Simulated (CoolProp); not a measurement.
A simple Rankine cycle with water: condensing at 301.15 K, boiler at 9.02 MPa, turbine inlet 591.7 K, turbine efficiency 0.65, pump efficiency 0.8, no recuperator. Each further row changes one setting.

Computed with CoolProp (reference Helmholtz-energy equation of state, Wagner 2002).

| case | thermal efficiency (%) | net work (kJ/kg) | heat in (kJ/kg) | turbine exit temperature (K) | volume ratio over the turbine |
|---|---|---|---|---|---|
| as stated | 25.6 | 690 | 2700 | 301.2 | 1350 |
| turbine inlet 611.7 K | (withheld) | 718 | (withheld) | 301.2 | 1260 |
| condensing temperature 293.15 K | 26.3 | 718 | (withheld) | 293.1 | 2110 |
| boiler pressure 6.31 MPa | 25.0 | 703 | 2810 | 301.2 | 876 |
| turbine efficiency 0.55 | (withheld) | 582 | 2700 | 301.2 | 1420 |

What belongs in the gaps?


- turbine inlet 611.7 K, thermal efficiency (%): 25.8
- turbine inlet 611.7 K, heat in (kJ/kg): 2780
- condensing temperature 293.15 K, heat in (kJ/kg): 2730
- turbine efficiency 0.55, thermal efficiency (%): 21.6

The expansion ends wet for: as stated; turbine inlet 611.7 K; condensing temperature 293.15 K; boiler pressure 6.31 MPa; turbine efficiency 0.55.
